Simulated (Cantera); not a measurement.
Input (Python, Cantera) and output of one run.

```python
import numpy as np
import cantera as ct

gas_names = [...]  # 97 gases of nasa_gas.yaml made of Al, C, H, N
cond_names = """
    AL(cr) AL(L) ALN(s) C(gr) C6H6(L) C7H8(L) C8H18(L),n-octa
""".split()


# ... load() reads the species with a 1 bar reference pressure and builds the phases ...
atoms = {
    'Al(CH3)3': {'AL': 1, 'C': 3, 'H': 9},
    'NH3': {'N': 1, 'H': 3},
    'N2': {'N': 2},
}
top_T = {'ALN(s)': 2750, 'C(gr)': 4500}  # K; cautious upper limits of use, not melting points


# ... equilibrate(T, P, feed) seeds the gas with the atoms and calls Mixture.equilibrate('TP', solver="vcs", rtol=1e-11, max_steps=5000) ...
results = []
feed = {'Al(CH3)3': 1, 'NH3': 0.46, 'N2': 60}  # mol
P = 1500  # Pa
for T in [948, 1048, 1148, 1248, 1348, 1448, 1548, 1648, 1748, 1848, 1948, 2048, 2148, 2248]:
    mix = equilibrate(T, P, feed)
    results.append((T, P, feed, dict(zip(mix.species_names, mix.species_moles))))

top = {s: max(r[3][s] / sum(r[3][g] for g in gas_names) for r in results) for s in gas_names}
cols = sorted((s for s in top if top[s] > 1e-06), key=lambda s: -top[s])[:6]
seen = [c for c in cond_names if any(r[3].get(c, 0) > 1e-12 for r in results)]
print("log10 of partial pressures in bar; condensed amounts in mol")
print(f"{'T/K':>10s}" + "".join(f"{s[:9]:>10s}" for s in cols + seen))
for T, P, feed, n in results:
    ng = sum(n[g] for g in gas_names)
    print(f"{T:10.4g}" + "".join(f"{np.log10(max(n[s] / ng * P / 1e5, 1e-99)):10.3f}" for s in cols)
          + "".join(f"{n.get(c, 0):10.4g}" for c in seen))
```

Output:

```
log10 of partial pressures in bar; condensed amounts in mol
       T/K        N2        H2         H        AL       HCN       HNC    ALN(s)     C(gr)
       948    -1.860    -2.921   -10.741   -22.272    -8.057   -11.062         1     2.999
      1048    -1.860    -2.921    -9.573   -18.892    -7.357   -10.042         1     2.999
      1148    -1.860    -2.921    -8.605   -16.105    -6.780    -9.201         1     2.999
      1248    -1.860    -2.921    -7.791   -13.769    -6.296    -8.496         1     2.998
      1348    -1.860    -2.921    -7.096   -11.784    -5.885    -7.896         1     2.994
      1448    -1.860    -2.922    -6.496   -10.076    -5.532    -7.380         1     2.987
      1548    -1.860    -2.922    -5.973    -8.591    -5.225    -6.932         1     2.974
      1648    -1.860    -2.924    -5.512    -7.289    -4.956    -6.539    0.9998      2.95
      1748    -1.861    -2.926    -5.104    -6.139    -4.719    -6.192    0.9968     2.913
      1848    -1.861    -2.931    -4.741    -5.114    -4.509    -5.884    0.9662     2.857
      1948    -1.863    -2.941    -4.418    -4.196    -4.325    -5.612    0.7194     2.777
      2048    -1.869    -2.961    -4.130    -3.651    -4.166    -5.375         0     2.667
      2148    -1.870    -2.981    -3.870    -3.651    -4.021    -5.158         0     2.525
      2248    -1.872    -3.011    -3.639    -3.652    -3.896    -4.968         0     2.349
```

Method: chemical equilibrium by Gibbs-energy minimisation in Cantera with the NASA 1993 tables (ideal gas, pure condensed phases). The feed counts by its element totals alone.
